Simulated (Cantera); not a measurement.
## Diamond growth

A diamond (100) surface in a fixed gas of H2 with x(CH4) = 0.0074, x(H) = 0.039, x(CH3) = 0.00038, at 900 K; coverages are run to steady state.

Cantera simulation using the Harris–Goodwin 1993 mechanism for the reconstructed diamond (100) surface; the numbers are that mechanism's predictions, not measurements.

```tsv
P (Pa)	growth (µm/h)	θ c6HH	θ c6H*	θ c6*H	θ c6**	θ c6HM
460	0.543	0.685	0.0104	0.290	0.00436	0.00814
890	1.05	0.685	0.0104	0.290	0.00436	0.00816
1700	2.01	0.685	0.0105	0.290	0.00436	0.00816
3300	3.91	0.685	0.0106	0.290	0.00438	0.00817
6300	7.47	0.685	0.0108	0.290	0.00440	0.00817
12000	14.3	0.685	0.0112	0.289	0.00444	0.00818
23000	27.5	0.685	0.0120	0.288	0.00451	0.00821
45000	54.4	0.685	0.0135	0.287	0.00466	0.00828
```
θ: site fractions in the mechanism's names (c6HH fully hydrogenated, c6H* and c6*H radical sites, c6** diradical, c6HM methylated).
